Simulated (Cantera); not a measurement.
An adiabatic, constant-volume homogeneous reactor starts with 3.84 % CH4, 20.2 % O2, 76.0 % N2, equivalence ratio 0.38, at 1650 K and 9750 Torr.

Detailed kinetics in Cantera: GRI-Mech 3.0 (53 species, 325 reactions). The pressure lies above the range GRI-Mech 3.0 was tuned for (to about 10 atm).

x: mole fraction; the columns are a selection and need not sum to one.

| t (s) | T (K) | P (bar) | x CH4 | x O2 | x HCO | x CH2O | x CH2 | x O | x CH2CO |
|---|---|---|---|---|---|---|---|---|---|
| 1.00e-6 | 1650 | 13.0 | 0.0384 | 0.202 | 1.66e-11 | 4.51e-7 | 6.92e-12 | 6.82e-8 | <1e-12 |
| 4.27e-6 | 1650 | 13.0 | 0.0383 | 0.202 | 6.27e-10 | … | 2.12e-10 | … | 2.51e-11 |
| 1.82e-5 | 1658 | 13.1 | 0.0366 | 0.201 | … | … | … | … | … |
| 7.77e-5 | 2603 | 20.6 | <1e-12 | 0.123 | 6.62e-10 | 5.27e-12 | <1e-12 | 0.00183 | <1e-12 |
| 0.000331 | 2595 | 20.5 | <1e-12 | 0.121 | 6.19e-10 | 4.96e-12 | <1e-12 | 0.00175 | <1e-12 |
| 0.00141 | 2574 | 20.4 | <1e-12 | 0.117 | 5.23e-10 | 4.26e-12 | <1e-12 | 0.00158 | <1e-12 |
| 0.00603 | 2561 | 20.2 | <1e-12 | 0.114 | 4.67e-10 | 3.85e-12 | <1e-12 | 0.00147 | <1e-12 |
| 0.0257 | 2561 | 20.2 | <1e-12 | 0.114 | 4.65e-10 | 3.84e-12 | <1e-12 | 0.00147 | <1e-12 |
| 0.110 | 2561 | 20.2 | <1e-12 | 0.114 | 4.65e-10 | 3.84e-12 | <1e-12 | 0.00147 | <1e-12 |
| 0.469 | 2561 | 20.2 | <1e-12 | 0.114 | 4.65e-10 | 3.84e-12 | <1e-12 | 0.00147 | <1e-12 |
| 2.00 | 2561 | 20.2 | <1e-12 | 0.114 | 4.65e-10 | 3.84e-12 | <1e-12 | 0.00147 | <1e-12 |

Task: Complete the blanks.

Result: 
- 4.27e-6, x CH2O: 1.25e-5
- 4.27e-6, x O: 2.59e-7
- 1.82e-5, x HCO: 1.67e-7
- 1.82e-5, x CH2O: 0.000630
- 1.82e-5, x CH2: 3.45e-8
- 1.82e-5, x O: 3.70e-6
- 1.82e-5, x CH2CO: 7.26e-7
